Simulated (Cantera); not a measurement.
# Stirred combustor or abatement burner

A perfectly stirred reactor is fed with CH4 : C2H6 : C3H8 : O2 : N2 = 1 : 0.26 : 0.04 : 2.07 : 22.8 (molar parts), at 14.0 bar; it is adiabatic with a 400 K inlet, and is followed from long to short residence time, starting on the burning branch (τ in s: 0.25, 0.062, 0.015, 0.0039, 0.00098, 0.00025, 6.2e-05, 1.6e-05, 3.9e-06).

Computed with Cantera and GRI-Mech 3.0 (53 species, 325 reactions). The pressure lies above the range GRI-Mech 3.0 was tuned for (to about 10 atm).

```tsv
τ (s)	T (K)	x CH4	x C2H6	x C3H8	x CO2	x HCO
0.25	1240	0.00938	0.000233	1.48e-5	0.0285	4.50e-9
0.062	1198	0.00931	0.000441	4.19e-5	0.0238	1.80e-8
0.015	400	0.0382	0.00994	0.00153	<1e-12	<1e-12
0.0039	400	0.0382	0.00994	0.00153	<1e-12	<1e-12
0.00098	400	0.0382	0.00994	0.00153	<1e-12	<1e-12
0.00025	400	0.0382	0.00994	0.00153	<1e-12	<1e-12
6.2e-5	400	0.0382	0.00994	0.00153	<1e-12	<1e-12
1.6e-5	400	0.0382	0.00994	0.00153	<1e-12	<1e-12
3.9e-6	400	0.0382	0.00994	0.00153	<1e-12	<1e-12
```
x: mole fraction; the columns are a selection and need not sum to one.
